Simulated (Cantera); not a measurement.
An isothermal, constant-pressure homogeneous reactor starts with 15.9 % CH₄, 84.1 % N₂, at 1423 K and 0.190 bar.

Computed with Cantera and GRI-Mech 3.0 (53 species, 325 reactions). GRI-Mech 3.0 stops at C3 and has no aromatics, soot or wall deposition, so with more carbon than oxygen in the feed, carbon stays in small species such as C2H2 where larger ones or solid carbon would form.

x: mole fraction; the columns are a selection and need not sum to one.

```json
[
 {"t (s)": "2.00e-5", "x CH₄": "0.159", "x H₂": "3.93e-8", "x C₂H₂": "<1e-12", "x H": "4.71e-9", "x C₂H₆": "<1e-12"},
 {"t (s)": "5.87e-5", "x CH₄": "0.159", "x H₂": "1.24e-7", "x C₂H₂": "<1e-12", "x H": "4.72e-9", "x C₂H₆": "2.45e-12"},
 {"t (s)": "0.000172", "x CH₄": "0.159", "x H₂": "3.74e-7", "x C₂H₂": "<1e-12", "x H": "4.72e-9", "x C₂H₆": "6.40e-11"},
 {"t (s)": "0.000505", "x CH₄": "0.159", "x H₂": "1.11e-6", "x C₂H₂": "<1e-12", "x H": "4.73e-9", "x C₂H₆": "1.63e-9"},
 {"t (s)": "0.00148", "x CH₄": "0.159", "x H₂": "3.28e-6", "x C₂H₂": "5.16e-12", "x H": "4.82e-9", "x C₂H₆": "3.97e-8"},
 {"t (s)": "0.00435", "x CH₄": "0.159", "x H₂": "1.01e-5", "x C₂H₂": "4.25e-10", "x H": "___", "x C₂H₆": "8.59e-7"},
 {"t (s)": "0.0128", "x CH₄": "0.159", "x H₂": "3.57e-5", "x C₂H₂": "2.74e-8", "x H": "___", "x C₂H₆": "1.06e-5"},
 {"t (s)": "0.0374", "x CH₄": "0.158", "x H₂": "0.000150", "x C₂H₂": "9.84e-7", "x H": "___", "x C₂H₆": "5.23e-5"},
 {"t (s)": "0.110", "x CH₄": "0.158", "x H₂": "0.000776", "x C₂H₂": "2.88e-5", "x H": "___", "x C₂H₆": "0.000153"},
 {"t (s)": "0.322", "x CH₄": "0.154", "x H₂": "0.00422", "x C₂H₂": "0.000577", "x H": "___", "x C₂H₆": "0.000228"},
 {"t (s)": "0.945", "x CH₄": "0.145", "x H₂": "0.0160", "x C₂H₂": "0.00426", "x H": "___", "x C₂H₆": "0.000162"},
 {"t (s)": "2.77", "x CH₄": "0.126", "x H₂": "0.0412", "x C₂H₂": "0.0131", "x H": "___", "x C₂H₆": "8.91e-5"},
 {"t (s)": "8.13", "x CH₄": "0.0935", "x H₂": "0.0838", "x C₂H₂": "0.0275", "x H": "___", "x C₂H₆": "3.87e-5"},
 {"t (s)": "23.9", "x CH₄": "0.0509", "x H₂": "0.139", "x C₂H₂": "0.0457", "x H": "___", "x C₂H₆": "1.12e-5"},
 {"t (s)": "70.0", "x CH₄": "0.0180", "x H₂": "0.181", "x C₂H₂": "0.0595", "x H": "___", "x C₂H₆": "2.06e-6"}
]
```

**Question.** Complete the blanks.

**Answer.** 
- 0.00435, x H: 5.46e-9
- 0.0128, x H: 7.93e-9
- 0.0374, x H: 1.46e-8
- 0.110, x H: 4.41e-8
- 0.322, x H: 1.72e-7
- 0.945, x H: 4.98e-7
- 2.77, x H: 1.08e-6
- 8.13, x H: 2.01e-6
- 23.9, x H: 3.48e-6
- 70.0, x H: 5.53e-6
